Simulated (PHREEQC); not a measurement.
# Brine (model solution)

A solution holds 0.64 mol/kgw MgCl2, 0.11 mol/kgw K2SO4 and 1.3 mol/kgw NaCl, at 25 °C. Closed to the air; pH follows from the charge balance.

Computed with PHREEQC (Pitzer model, pitzer.dat).

Each row changes one thing in this solution. No solid was allowed to form.

```
case                               pH  HSO4- (mol/kgw)  SI of Sylvite (KCl)  SI of Epsomite (MgSO4:7H2O)
-------------------------------  ----  ---------------  -------------------  ---------------------------
as made                          6.04          2.52e-7                -1.55                        -1.59
MgCl2 from 0.64 to 1.28 mol/kgw  5.52          3.56e-7                -1.28                        -1.31
NaCl left out                    6.28          2.30e-7                -1.87                        -1.50
0.065 mol/kgw HCl added          1.06           0.0190                -1.54                        -1.67
NaCl from 1.3 to 2.6 mol/kgw     5.76          3.38e-7                -1.33                        -1.62
diluted 2-fold with water        6.42          1.15e-7                -2.18                        -2.00
temperature from 25 to 70 °C     5.55          2.86e-6                -1.90                        -2.12
```

Constants without temperature data keep their 25 °C values here.
